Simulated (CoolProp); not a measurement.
A Linde-Hampson liquefier for methane: isothermal reversible compression at 300 K from 1 atm to 40 MPa, throttling to 1 atm, return gas leaving the recuperator 0 K below the feed. Each further row changes one setting.

Values from CoolProp's reference Helmholtz-energy equation of state, Setzmann 1991.

| case | liquid yield per pass | compression work (kJ/kg of gas) |
|---|---|---|
| as stated | [?] | 877 |
| high pressure 80 MPa | [?] | 1020 |
| warm-end temperature 330 K | 0.200 | 986 |
| warm-end gap 5 K | [?] | 877 |

### Question
Some entries are withheld; supply them.

### Answer

- as stated, liquid yield per pass: 0.249
- high pressure 80 MPa, liquid yield per pass: 0.224
- warm-end gap 5 K, liquid yield per pass: 0.239
